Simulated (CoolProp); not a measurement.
A single-stage vapour-compression cycle with R143a: evaporating at 295.15 K (dew point), condensing at 320.15 K (bubble point), superheat 8 K, subcooling 2 K, compressor efficiency 0.65, no pressure losses. Each further row changes one setting.

Model: reference Helmholtz-energy equation of state, Lemmon and Jacobsen 2000, in CoolProp.

```tsv
case	cooling COP	pressure ratio	discharge temperature (K)	refrigerating effect (kJ/kg)	volumetric capacity (kJ/m³)
as stated	6.08	1.85	337.0	134	6620
evaporating temperature 300.15 K	7.92	1.62	335.2	136	7730
condensing temperature 315.15 K	7.98	1.65	330.4	143	7070
subcooling 7 K	6.51	1.85	337.0	143	7090
superheat 18 K	6.15	1.85	347.0	146	6740
compressor efficiency 0.55	5.14	1.85	339.8	134	6620
```
